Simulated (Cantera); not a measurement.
A Cantera script and its output.

```python
import numpy as np
import cantera as ct

gas = ct.Solution("gri30.yaml")
gas.TPX = 1823, 500000, {'CH4': 1, 'CO2': 1.9}
reactor = ct.IdealGasConstPressureReactor(gas, energy="off", clone=False)
net = ct.ReactorNet([reactor])
net.rtol, net.atol = 1e-08, 1e-18
show = ['CH4', 'CO2', 'CH2', 'CH3', 'O', 'H', 'CH2CO']
times = np.geomspace(0.0003, 7, 15)

steps = ct.SolutionArray(gas, extra=["t"])
rows = []
print(f"{'t/s':>10s}{'T/K':>9s}{'P/Pa':>11s}" + "".join(f"{s:>11s}" for s in show))
for t in times:
    while net.time < t:
        t_next = net.step()
        steps.append(gas.state, t=t_next)
    rows.append([np.interp(t, steps.t, y) for y in (steps.T, steps.P, *steps(*show).X.T)])
    print(f"{t:10.3e}{rows[-1][0]:9.1f}{rows[-1][1]:11.4g}" + "".join(f"{x:11.3e}" for x in rows[-1][2:]))
rate = np.gradient(steps.T, steps.t)
print("integrator steps:", len(steps.t))
if steps.T.max() > steps.T[0] + 200:
    print(f"time of steepest temperature rise: {steps.t[rate.argmax()]:.4e} s")
gas.TPX = 1823, 500000, {'CH4': 1, 'CO2': 1.9}
gas.equilibrate("TP")
print(f"equilibrium (TP): T = {gas.T:.1f} K  " + "  ".join(f"{s} {gas[s].X[0]:.3e}" for s in show))
```

Result:

```
       t/s      T/K       P/Pa        CH4        CO2        CH2        CH3          O          H      CH2CO
 3.000e-04   1823.0      5e+05  2.110e-01  5.721e-01  5.203e-07  1.560e-03  3.006e-10  4.623e-05  1.315e-05
 6.153e-04   1823.0      5e+05  1.528e-01  5.036e-01  4.396e-07  1.123e-03  3.480e-10  5.724e-05  3.391e-05
 1.262e-03   1823.0      5e+05  9.497e-02  4.047e-01  4.393e-07  7.653e-04  4.490e-10  6.297e-05  7.028e-05
 2.589e-03   1823.0      5e+05  4.780e-02  2.878e-01  5.088e-07  4.704e-04  6.160e-10  6.416e-05  1.250e-04
 5.310e-03   1823.0      5e+05  2.317e-02  2.031e-01  5.062e-07  2.704e-04  7.933e-10  7.039e-05  1.485e-04
 1.089e-02   1823.0      5e+05  1.706e-02  1.602e-01  3.409e-07  1.869e-04  8.121e-10  7.894e-05  1.036e-04
 2.234e-02   1823.0      5e+05  1.459e-02  1.262e-01  1.924e-07  1.403e-04  7.940e-10  8.578e-05  5.693e-05
 4.583e-02   1823.0      5e+05  1.137e-02  9.749e-02  9.707e-08  9.763e-05  8.121e-10  9.248e-05  2.652e-05
 9.400e-02   1823.0      5e+05  7.534e-03  7.681e-02  4.299e-08  5.953e-05  8.572e-10  9.806e-05  1.004e-05
 1.928e-01   1823.0      5e+05  3.693e-03  6.488e-02  1.499e-08  2.774e-05  8.912e-10  1.016e-04  2.687e-06
 3.955e-01   1823.0      5e+05  8.819e-04  6.032e-02  2.817e-09  6.480e-06  8.863e-10  1.031e-04  3.482e-07
 8.112e-01   1823.0      5e+05  3.112e-05  5.957e-02  9.217e-11  2.288e-07  8.867e-10  1.038e-04  9.091e-09
 1.664e+00   1823.0      5e+05  4.220e-07  5.954e-02  1.303e-12  3.107e-09  8.889e-10  1.040e-04  1.250e-10
 3.413e+00   1823.0      5e+05  4.026e-07  5.954e-02  1.246e-12  2.965e-09  8.889e-10  1.040e-04  1.195e-10
 7.000e+00   1823.0      5e+05  4.026e-07  5.954e-02  1.246e-12  2.965e-09  8.889e-10  1.040e-04  1.195e-10
integrator steps: 2468
equilibrium (TP): T = 1823.0 K  CH4 4.378e-07  CO2 5.954e-02  CH2 1.353e-12  CH3 3.224e-09  O 8.889e-10  H 1.040e-04  CH2CO 1.298e-10
```

Computed with Cantera and GRI-Mech 3.0 (53 species, 325 reactions).
